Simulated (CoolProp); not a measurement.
Vapour-liquid equilibrium of toluene (1) + n-dodecane (2) at 7.05 bar; x and y are mole fractions of (1).

Model: multi-fluid Helmholtz-energy mixture model, Lemmon 2006 and Lemmon 2004; pair parameters Bell 2016, in CoolProp.

### Question
Give the bubble temperature and the first vapour's composition at x = 0.125, 0.5, 0.575. Is there an azeotrope?

### Answer
x = 0.125: 298.2 °C, y = 0.307; x = 0.5: 240.1 °C, y = 0.849; x = 0.575: 231.3 °C, y = 0.892. No azeotrope shows between x = 0.05 and 0.95.

The pair parameters rest on a limited set of measurements; away from them the model extrapolates.
